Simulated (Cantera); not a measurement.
A jet of 1.26 % H2, 8.56 % O2, 90.2 % N2, equivalence ratio 0.073 at 300 K and 18.8 Torr hits a platinum plate 9.1 cm away at a mass flux of 0.03 kg/m²/s; the plate temperature is set and raised in steps from an oxygen-covered start.

Detailed kinetics in Cantera: Deutschmann's 1995 Pt surface mechanism with GRI-Mech 3.0 gas chemistry. Catalytic surfaces can have several steady states; this one follows from the mechanism file's or the stated starting coverage.

One state of this run: wall x H2 = 0.00140; wall x O2 = 0.0738; wall x H2O = 0.0212; wall x OH = <1e-8; θ free Pt = 0.101; θ O* = 0.898; θ OH* = 0.000997. x: mole fraction at the wall; θ: surface coverage.

### Question
Which value of plate T (K) does it belong to?
(A) 750
(B) 850
(C) 900
(D) 800

### Answer
A, 750
